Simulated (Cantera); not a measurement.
## Transport properties of process gases

Gas mixture: 39.1 % C₂H₄, 23.0 % NH₃, 37.9 % C₃H₈, at 36.0 Torr, frozen composition.

Cantera's kinetic-theory transport with the Lennard-Jones parameters of GRI-Mech 3.0, ideal gas; thermal conductivity in the mixture-averaged form. Polar gases are described roughly by these parameters. The composition is frozen, though it would react at the higher temperatures.

```tsv
T (K)	ρ (kg/m³)	cp (J/kg/K)	μ (µPa s)	λ (mW/m/K)	Pr	D (cm²/s) CH₃	D (cm²/s) C₂H₂	D (cm²/s) CH₄
400	0.0456	2061	12.3	34.6	0.733	5.73	4.19	5.69
600	0.0304	2751	17.7	65.3	0.745	11.9	8.88	11.9
800	0.0228	3269	22.4	97.8	0.749	19.8	14.8	19.6
1000	0.0182	3670	26.6	130	0.751	29.1	21.9	28.9
1200	0.0152	3959	30.5	162	0.747	39.6	29.9	39.4
1400	0.0130	4195	34.0	192	0.745	51.4	38.9	51.1
```
D: mixture-averaged diffusion coefficient of that species in the mixture.
